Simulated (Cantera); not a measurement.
An isothermal, constant-pressure homogeneous reactor starts with NO : N₂ = 1 : 7.4 (molar parts), at 2050 K and 0.133 bar. Integrator tolerance rtol = 1e-08.

Cantera simulation using GRI-Mech 3.0 (53 species, 325 reactions); the numbers are that mechanism's predictions, not measurements.

| quantity | before | after |
|---|---|---|
| x(NO) at 70.0 s | 0.00498 (gas-phase equilibrium 0.00498) | 0.00601 (gas-phase equilibrium 0.00494) |
| x(N₂O) at 70.0 s | 1.11e-7 (gas-phase equilibrium 1.11e-7) | 3.33e-8 (gas-phase equilibrium 3.02e-8) |
| x(O) at 70.0 s | 0.000638 (gas-phase equilibrium 0.000638) | 0.00230 (gas-phase equilibrium 0.00231) |
| x(NO₂) at 70.0 s | 1.50e-6 (gas-phase equilibrium 1.50e-6) | 4.90e-7 (gas-phase equilibrium 4.04e-7) |
| x(O₂) at 70.0 s | 0.0567 (gas-phase equilibrium 0.0567) | 0.0553 (gas-phase equilibrium 0.0558) |
| x(N₂) at 70.0 s | 0.938 (gas-phase equilibrium 0.938) | 0.936 (gas-phase equilibrium 0.937) |

Problem. What was changed between the two runs?
(A) temperature 2050 to 1525 K
(B) temperature 2050 to 1723 K
(C) pressure from 0.133 bar to 0.0100 bar
(D) temperature 2050 to 1925 K

Solution. C, pressure from 0.133 bar to 0.0100 bar
